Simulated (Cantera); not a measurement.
What does this Cantera script print?

```python
import numpy as np
import cantera as ct

gas = ct.Solution("gri30.yaml")
gas.TPX = 1273, 13332, {'N2O': 1, 'H2O': 0.046}
inlet = ct.Reservoir(gas, clone=True)

reactor = ct.IdealGasConstPressureReactor(gas, energy="off", clone=False)
exhaust = ct.Reservoir(gas, clone=True)
tau = [0.38, 0.18, 0.088, 0.042, 0.02, 0.0095, 0.0046, 0.0022, 0.001, 0.0005, 0.00024][0]
for a, b in ((inlet, reactor), (reactor, exhaust)):
    ct.MassFlowController(a, b, mdot=lambda t: reactor.mass / tau)
net = ct.ReactorNet([reactor])
show = ['N2O', 'H2O', 'H', 'O2', 'H2']

rows = []
print(f"{'tau/s':>10s}{'T/K':>9s}" + "".join(f"{s:>11s}" for s in show))
for tau in [0.38, 0.18, 0.088, 0.042, 0.02, 0.0095, 0.0046, 0.0022, 0.001, 0.0005, 0.00024]:
    net.initial_time = 0.0
    net.advance(30 * tau)
    before = gas.X
    net.advance(40 * tau)
    drift = np.max(np.abs(gas.X - before) / (gas.X + 1e-9))
    rows.append([gas.T, *gas[show].X, drift])
    print(f"{tau:10.3e}{gas.T:9.1f}" + "".join(f"{x:11.3e}" for x in gas[show].X))
```

It prints:

```
     tau/s      T/K        N2O        H2O          H         O2         H2
 3.800e-01   1273.0  7.941e-01  4.155e-02  1.052e-08  4.831e-02  1.190e-07
 1.800e-01   1273.0  8.711e-01  4.270e-02  1.031e-08  2.519e-02  1.331e-07
 8.800e-02   1273.0  9.123e-01  4.331e-02  1.031e-08  1.289e-02  1.576e-07
 4.200e-02   1273.0  9.345e-01  4.364e-02  1.028e-08  6.282e-03  1.917e-07
 2.000e-02   1273.0  9.457e-01  4.381e-02  9.967e-09  3.012e-03  2.190e-07
 9.500e-03   1273.0  9.511e-01  4.389e-02  9.183e-09  1.428e-03  2.080e-07
 4.600e-03   1273.0  9.536e-01  4.393e-02  7.938e-09  6.840e-04  1.505e-07
 2.200e-03   1273.0  9.549e-01  4.395e-02  6.202e-09  3.200e-04  7.867e-08
 1.000e-03   1273.0  9.555e-01  4.396e-02  3.970e-09  1.403e-04  2.664e-08
 5.000e-04   1273.0  9.558e-01  4.397e-02  2.201e-09  6.725e-05  7.294e-09
 2.400e-04   1273.0  9.559e-01  4.397e-02  9.874e-10  3.005e-05  1.362e-09
```

Computed with Cantera and GRI-Mech 3.0 (53 species, 325 reactions). GRI-Mech 3.0 was tuned for natural gas; its chemistry of N2O as a main component is partial and can be far from experiment. The mechanism lacks the step 2 NO + O2 → 2 NO2, which can matter for NO2 below about 1400 K. The temperature is held fixed by assumption; the heat of reaction is taken as removed at once.
